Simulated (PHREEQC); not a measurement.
Solution (80 °C): 0.0062 mol/kgw MnSO4, 0.023 mol/kgw HCl and 0.15 mol/kgw K2SO4. Closed to the air; pH follows from the charge balance.

Computed with PHREEQC (ion-association model, wateq4f.dat).

Q: The ionic strength comes out as 0.329 mol/kgw. What activity coefficients do HSO4-, Cl-, KSO4-, Mn+2, MnCl+ get?

A: HSO4- 0.67, Cl- 0.65, KSO4- 0.69, Mn+2 0.25, MnCl+ 0.68.

Precipitation was switched off in this run. Species that the database lacks are ignored. Away from 25 °C the constants follow the database's enthalpies or fits; those with neither stay at their 25 °C values.
